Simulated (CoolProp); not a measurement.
A single-stage vapour-compression cycle with C3F8 (R218): evaporating at 274.15 K (dew point), condensing at 304.15 K (bubble point), superheat 2 K, subcooling 8 K, compressor efficiency 0.75, no pressure losses. Each further row changes one setting.

The numbers come from the reference Helmholtz-energy equation of state, Lemmon 2006 in CoolProp. It is a short technical equation, of lower accuracy than the large ones.

```csv
case,cooling COP,pressure ratio,discharge temperature (K),refrigerating effect (kJ/kg),volumetric capacity (kJ/m³)
as stated,5.77,2.37,304.1,66.5,2700
evaporating temperature 279.15 K,7.34,2.03,304.1,69.5,3310
condensing temperature 299.15 K,…,…,299.2,72.3,2930
subcooling 13 K,6.27,2.37,304.1,72.3,2930
superheat 12 K,6.01,2.37,…,75.0,2870
compressor efficiency 0.65,5.00,2.37,304.1,66.5,2700
```

### Question
What belongs in the gaps?

### Answer

- condensing temperature 299.15 K, cooling COP: 7.30
- condensing temperature 299.15 K, pressure ratio: 2.08
- superheat 12 K, discharge temperature (K): 310.1

The compression ends wet for: as stated; evaporating temperature 279.15 K; condensing temperature 299.15 K; subcooling 13 K; compressor efficiency 0.65.
